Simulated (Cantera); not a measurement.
A freely propagating, adiabatic, planar premixed flame of CH4 : H2 : O2 : N2 = 1 : 0.06 : 1.69 : 6.36 (molar parts), equivalence ratio 1.2, unburnt at 648 K and 13300 Pa; mixture-averaged transport, grid criteria slope 0.08 and curve 0.16, no radiation.

Computed with Cantera and GRI-Mech 3.0 (53 species, 325 reactions). Burning velocities carry a grid error of a few per cent, more on coarse grids.

Task: What does this change do: CH4 1 to 0.77 parts?

Result: 
```
quantity                    before     after
------------------------  --------  --------
laminar burning velocity  206 cm/s  220 cm/s
thermal thickness          1.91 mm   1.91 mm
peak x(HO2)               0.000146  0.000169
```

Task: What does this change do: 0.9 parts H2O added?

Result: 
```csv
quantity,before,after
laminar burning velocity,206 cm/s,170 cm/s
thermal thickness,1.91 mm,2.25 mm
peak x(HO2),0.000146,0.000110
```
